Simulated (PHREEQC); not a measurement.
Dissolve 0.0028 mol/kgw MnSO4 at 25 °C. Closed to the air; pH follows from the charge balance.

Computed with PHREEQC (ion-association model, wateq4f.dat).

```csv
quantity,before,after
pH,6.67,6.85
ionic strength (mol/kgw),0.00940,0.00211
SO4-2 (mol/kgw),0.00235,0.000527
HSO4- (mol/kgw),3.60e-8,6.29e-9
```

**Question.** Name the change that produced these shifts.
(A) MnSO4 replaced by KHSO4 at the same molality
(B) MnSO4 from 0.0028 to 0.00056 mol/kgw
(C) MnSO4 from 0.0028 to 0.028 mol/kgw
(D) temperature from 25 to 75 °C

**Answer.** B, MnSO4 from 0.0028 to 0.00056 mol/kgw

This is a speciation only: nothing precipitates in the calculation.
